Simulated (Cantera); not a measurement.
A closed system holds: 1 mol Si, 1.8 mol HCl, 7.7 mol H2, held at 698.15 K and 13300 Pa.

Cantera equilibrium calculation (NASA polynomials, part measured and part estimated; ideal gas, pure solids and liquids). Candidate condensed phases: Si; 19 gas species. Kinetics and transport are ignored.

Q: What is the equilibrium state?

A: 
```json
{
  "x(H2)": "0.945",
  "x(SiCl4)": "0.0360",
  "x(SiHCl3)": "0.0181",
  "x(SiH2Cl2)": "0.000593",
  "x(HCl)": "0.000373",
  "x(SiH3Cl)": "4.18e-6",
  "x(SiCl3)": "3.34e-6",
  "n(Si(s))": "0.507 mol",
  "gas_amount": "9.007 mol"
}
```
